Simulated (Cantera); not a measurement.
Charge: 1 mol trisilylamine, 75 mol N2, equilibrated at 1052 °C and 0.00133 bar.

Equilibrium computed with Cantera from the NASA thermochemical tables; the gas is ideal and each condensed phase is pure. Candidate condensed phases: Si, Si3N4; 18 gas species. The feed counts by its element totals alone. Kinetics and transport are ignored.

Base state: N2 0.942, H2 0.0577, H 1.08e-5 (mole fractions); condensed: Si3N4(s).

**Question.** What changes in the equilibrium state with this change: temperature from 1052 °C to 1702 °C?

**Answer.** 
```json
[
 {"species": "N2", "before": "0.942", "after": "0.916"},
 {"species": "H2", "before": "0.0577", "after": "0.0503"},
 {"species": "Si", "before": "<1e-9", "after": "0.0242"},
 {"species": "H", "before": "1.08e-5", "after": "0.00841"},
 {"species": "Si2N", "before": "<1e-9", "after": "0.000315"},
 {"species": "Si2", "before": "<1e-9", "after": "0.000236"},
 {"species": "Si3N4(s), mol", "before": "1.00", "after": "0"},
 {"species": "Si(l), mol", "before": "0", "after": "0.867"}
]
```
The tables' values for SiN are old estimates; treat these amounts as uncertain.

**Question.** What changes in the equilibrium state with this change: trisilylamine replaced by SiH4?

**Answer.** 
```tsv
species	before	after
N2	0.942	0.974
H2	0.0577	0.0262
H	1.08e-5	7.25e-6
Si3N4(s), mol	1.00	0.333
```
N2 is the only nitrogen source here; it is nearly inert below about 1500 K, so the nitride shown seldom forms there in practice.
